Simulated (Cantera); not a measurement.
A perfectly stirred reactor is fed with CH₄ : O₂ : N₂ = 1 : 2.41 : 9.06 (molar parts), equivalence ratio 0.83, at 9.87 atm; it is adiabatic with a 700 K inlet, and is followed from long to short residence time, starting on the burning branch (τ in s: 0.061, 0.03, 0.015, 0.0071, 0.0035, 0.0017, 0.00083, 0.00041, 0.0002, 9.8e-05).

Computed with Cantera and GRI-Mech 3.0 (53 species, 325 reactions).

Task: What does this change do: inlet temperature 700 to 450 K?

Result: 
```tsv
quantity	before	after
blow-out, bracketed by the residence times tried	burning at 98.0 µs, the shortest tried	burning at 98.0 µs, the shortest tried
x(CH₄) at τ = 61.0 ms	5.85e-7	1.37e-6
x(O₂) at τ = 61.0 ms	0.0309	0.0322
x(H₂) at τ = 61.0 ms	0.000696	0.000261
x(CH₃) at τ = 61.0 ms	2.78e-7	5.38e-7
x(H₂O₂) at τ = 61.0 ms	4.15e-7	2.78e-7
x(CH₄) at τ = 1.70 ms	1.76e-5	3.38e-5
x(O₂) at τ = 1.70 ms	0.0333	0.0334
x(H₂) at τ = 1.70 ms	0.000947	0.000592
x(CH₃) at τ = 1.70 ms	8.36e-6	1.32e-5
x(H₂O₂) at τ = 1.70 ms	4.70e-7	3.98e-7
```
